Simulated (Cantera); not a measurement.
What does this Cantera script print?

```python
import numpy as np
import cantera as ct

gas_names = """
    C CH CH2 CH3 CH2OH CH3O CH4 CH3OH CO CO2 COOH C2 C2H CHCO,ketyl C2H2,acetylene C2H2,vinylidene
    CH2CO,ketene C2H3,vinyl CH3CO,acetyl C2H4 C2H4O,ethylen CH3CHO,ethanal CH3COOH (HCOOH)2 C2H5 C2H6
    CH3OCH3 C2H5OH C2O C3 C3H3,propargyl C3H4,allene C3H4,propyne C3H4,cyclo- C3H5,allyl C3H6,propylene
    C3H6,cyclo- C3H6O C3H7,n-propyl C3H7,i-propyl C3H8 C3H8O,1propanol C3H8O,2propanol C3O2 C4 C4H2
    C4H4,1,3-cyclo- C4H6,butadiene C4H6,2-butyne C4H6,cyclo- C4H8,1-butene C4H8,cis2-buten
    C4H8,tr2-butene C4H8,isobutene C4H8,cyclo- (CH3COOH)2 C4H9,n-butyl C4H9,i-butyl C4H9,s-butyl
    C4H9,t-butyl C4H10,isobutane C4H10,n-butane C5 C5H6,1,3cyclo- C5H8,cyclo- C5H10,1-pentene
    C5H10,cyclo- C5H11,pentyl C5H11,t-pentyl C5H12,n-pentane C5H12,i-pentane CH3C(CH3)2CH3 C6H2
    C6H5,phenyl C6H5O,phenoxy C6H6 C6H5OH,phenol C6H10,cyclo- C6H12,1-hexene C6H12,cyclo- C6H13,n-hexyl
    C7H7,benzyl C7H8 C7H8O,cresol C7H14,1-heptene C7H15,n-heptyl C7H16,n-heptane C8H8,styrene
    C8H10,ethylbenz C8H16,1-octene C8H17,n-octyl C8H18,isooctane C8H18,n-octane C9H19,n-nonyl
    C10H8,naphthale C10H21,n-decyl C12H9,o-bipheny C12H10,bipheny H HCO HO2 H2 HCHO,formaldehy HCOOH H2O
    H2O2 O OH O2 O3 Si SiC SiC2 SiC4H12 SiH SiH2 SiH3 SiH4 SiO SiO2 Si2 Si2C Si3
""".split()
cond_names = """
    C(gr) C6H6(L) C7H8(L) C8H18(L),n-octa H2O(s) H2O(L) Si(cr) Si(L) SiC(b) SiO2(Lqz) SiO2(hqz) SiO2(L)
""".split()


def load(file, names, dense=False):
    # The tables refer to 1 bar. Condensed volumes are neglected.
    table = {s.name: s for s in ct.Species.list_from_file(file)}
    out = []
    for n in names:
        d = dict(table[n].input_data)
        d["thermo"] = dict(d["thermo"], **{"reference-pressure": 1e5})
        if dense:
            d["equation-of-state"] = {"model": "constant-volume", "density": "1e6 g/cm^3"}
        out.append(ct.Species.from_dict(d))
    return out


gas = ct.Solution(thermo="ideal-gas", species=load("nasa_gas.yaml", gas_names))
cond = {s.name: ct.Solution(thermo="fixed-stoichiometry", species=[s], name=s.name)
        for s in load("nasa_condensed.yaml", cond_names, dense=True)}
atoms = {
    'Si': {'Si': 1},
    'H2O': {'H': 2, 'O': 1},
    'CO': {'C': 1, 'O': 1},
}
top_T = {'C(gr)': 4500, 'SiC(b)': 3050}  # K; cautious upper limits of use, not melting points


def equilibrate(T, P, feed):
    n = {}
    for name, mol in feed.items():
        for a, k in atoms[name].items():
            n[a] = n.get(a, 0.0) + k * mol
    gas.TPX = T, P, n
    mass = sum(n.values()) * gas.mean_molecular_weight
    gas.equilibrate("TP")
    valid = [c for c in cond.values() if c.min_temp <= T <= top_T.get(c.name, c.max_temp)]
    mix = ct.Mixture([(gas, mass / gas.mean_molecular_weight)] + [(c, 0.0) for c in valid])
    mix.T, mix.P = T, P
    mix.equilibrate("TP", solver="vcs", rtol=1e-11, max_steps=5000)
    return mix


results = []
feed = {'Si': 1, 'H2O': 0.13, 'CO': 0.54}  # mol
P = 63  # Pa
for T in [1498, 1548, 1598, 1648, 1698, 1748, 1798]:
    mix = equilibrate(T, P, feed)
    results.append((T, P, feed, dict(zip(mix.species_names, mix.species_moles))))
    x = sorted(zip(gas.X, gas.species_names), reverse=True)
    print(f"T = {T:g} K  P = {P:g} Pa  gas = {mix.phase_moles(0):.4g} mol")
    print("   x: " + "  ".join(f"{s} {v:.3e}" for v, s in x if v > 0.001))
    print("   condensed (mol): " + ("  ".join(f"{mix.phase(i).name} {mix.phase_moles(i):.4g}"
          for i in range(1, mix.n_phases) if mix.phase_moles(i) > 1e-12) or "none"))
```

It prints:

```
T = 1498 K  P = 63 Pa  gas = 0.4424 mol
   x: SiO 6.707e-01  H2 2.936e-01  CO 3.524e-02
   condensed (mol): SiC(b) 0.5244  SiO2(hqz) 0.1788
T = 1548 K  P = 63 Pa  gas = 0.8002 mol
   x: SiO 7.060e-01  H2 1.622e-01  CO 1.312e-01
   condensed (mol): SiC(b) 0.435
T = 1598 K  P = 63 Pa  gas = 0.8004 mol
   x: SiO 7.059e-01  H2 1.620e-01  CO 1.312e-01
   condensed (mol): SiC(b) 0.435
T = 1648 K  P = 63 Pa  gas = 0.8007 mol
   x: SiO 7.055e-01  H2 1.616e-01  CO 1.312e-01  H 1.426e-03
   condensed (mol): SiC(b) 0.4349
T = 1698 K  P = 63 Pa  gas = 0.8014 mol
   x: SiO 7.047e-01  H2 1.611e-01  CO 1.313e-01  H 2.312e-03
   condensed (mol): SiC(b) 0.4348
T = 1748 K  P = 63 Pa  gas = 0.8027 mol
   x: SiO 7.032e-01  H2 1.601e-01  CO 1.316e-01  H 3.643e-03  Si 1.459e-03
   condensed (mol): SiC(b) 0.4344
T = 1798 K  P = 63 Pa  gas = 0.8052 mol
   x: SiO 6.998e-01  H2 1.586e-01  CO 1.323e-01  H 5.587e-03  Si 3.616e-03
   condensed (mol): SiC(b) 0.4335
```

These are equilibrium values from Cantera (NASA tables, ideal gas, pure condensed phases), not measurements of a reactor. Mutual solubility and eutectic melting of coexisting phases are not modelled. The tables hold silica as quartz up to 1696 K and as liquid above; real silica turns to tridymite and cristobalite and melts near 1996 K.
